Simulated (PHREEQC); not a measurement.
Make-up at 25 °C: 0.44 mmol/kgw CuSO4 and 0.086 mmol/kgw HBF4. Closed to the air; pH follows from the charge balance.

Computed with PHREEQC (ion-association model, phreeqc.dat).

This is a speciation only: nothing precipitates in the calculation.

Q: What pH, specific conductance, ionic strength does the model give?

A: pH 3.62; specific conductance 202 µS/cm; ionic strength 0.00190 mol/kgw.

Q: In which forms is S present?

A: SO4-2 93 %, CuSO4 5.4 %, HSO4- 1.9 % of the S.

Complexes and solids missing from the database can't appear. Real BF4- forms and hydrolyses slowly; the run takes it at equilibrium.
